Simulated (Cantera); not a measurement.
A closed system holds: 1 mol C₂H₅OH, 0.8 mol O₂, a varied amount of H₂, held at 2750 K and 0.133 bar.

Cantera equilibrium calculation (NASA polynomials, part measured and part estimated; ideal gas, pure solids and liquids). Candidate condensed phases: C, C₆H₆, C₇H₈, C₈H₁₈, H₂O; 110 gas species. The numbers say what is thermodynamically allowed, not how fast it happens.

Task: At 58 mol H₂, list the 6 most abundant gas species with their mole fractions, and the condensed phases.

Result: H₂ 0.795, H 0.167, CO 0.0290, H₂O 0.00816, OH 0.000460, O 6.12e-5. Condensed: gas only.
